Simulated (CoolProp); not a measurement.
Computed with CoolProp (reference Helmholtz-energy equation of state, Akasaka 2019).

Problem. Give the vapour pressure (MPa), liquid density (kg/m³), vapour density (kg/m³), enthalpy of vaporisation (kJ/kg) of saturated R1234ze(Z) at 49.25, 58.05, 84.15 °C.

Solution. 
```csv
T (°C),p (MPa),liquid density (kg/m³),vapour density (kg/m³),enthalpy of vaporisation (kJ/kg)
49.25,0.383,1160,18.5,190
58.05,0.490,1130,23.7,184
84.15,0.948,1040,46.8,161
```
